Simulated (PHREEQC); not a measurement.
Consider water at 25 °C with 0.0018 mol/kgw HF, 0.0048 mol/kgw NaCl and 4.77e-05 mol/kgw MnSO4. Closed to the air; pH follows from the charge balance.

Computed with PHREEQC (ion-association model, phreeqc.dat).

```json
{
  "pH": "3.10",
  "ionic_strength": "0.00584 mol/kgw",
  "specific_conductance": "910 µS/cm",
  "total_alkalinity": "-1.80 meq/kg"
}
```

| species | molality | activity | log γ |
|---|---|---|---|
| Cl- | 0.00480 | 0.00442 | -0.036 |
| Na+ | 0.00480 | 0.00443 | -0.035 |
| HF | 0.000938 | 0.000939 | 0.001 |
| H+ | 0.000857 | 0.000796 | -0.032 |
| F- | 0.000854 | 0.000786 | -0.036 |
| Mn+2 | 4.66e-5 | 3.41e-5 | -0.135 |
| SO4-2 | 4.41e-5 | 3.20e-5 | -0.139 |
| HF2- | 3.07e-6 | 2.83e-6 | -0.035 |
| HSO4- | 2.69e-6 | 2.48e-6 | -0.035 |
| NaF | 2.00e-6 | 2.00e-6 | 0.001 |
| NaSO4- | 7.69e-7 | 7.10e-7 | -0.034 |
| MnCl+ | 6.66e-7 | 6.15e-7 | -0.035 |
| MnF+ | 2.01e-7 | 1.86e-7 | -0.035 |
| MnSO4 | 1.94e-7 | 1.94e-7 | 0.001 |

This is a speciation only: nothing precipitates in the calculation. Complexes and solids missing from the database can't appear.
